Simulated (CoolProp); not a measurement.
Model: reference Helmholtz-energy equation of state, Lemmon 2005, in CoolProp.

**Question.** For R125, give the phase and the Joule-Thomson coefficient (K/MPa) at 250.3 K and 0.392 MPa; 415.5 K and 0.0274 MPa.

**Answer.** 
- 250.3 K and 0.392 MPa: liquid; Joule-Thomson coefficient -0.170
- 415.5 K and 0.0274 MPa: gas; Joule-Thomson coefficient 5.09
